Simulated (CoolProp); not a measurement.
A Linde-Hampson liquefier for oxygen: isothermal reversible compression at 250 K from 1 atm to 10 MPa, throttling to 1 atm, return gas leaving the recuperator 10 K below the feed. Each further row changes one setting.

Values from CoolProp's reference Helmholtz-energy equation of state, Schmidt 1985.

```json
[
 {"case": "as stated", "liquid yield per pass": "0.072", "compression work (kJ/kg of gas)": "290"},
 {"case": "high pressure 20 MPa", "liquid yield per pass": "0.156", "compression work (kJ/kg of gas)": "329"},
 {"case": "warm-end temperature 280 K", "liquid yield per pass": "0.047", "compression work (kJ/kg of gas)": "328"},
 {"case": "warm-end gap 15 K", "liquid yield per pass": "0.060", "compression work (kJ/kg of gas)": "290"}
]
```
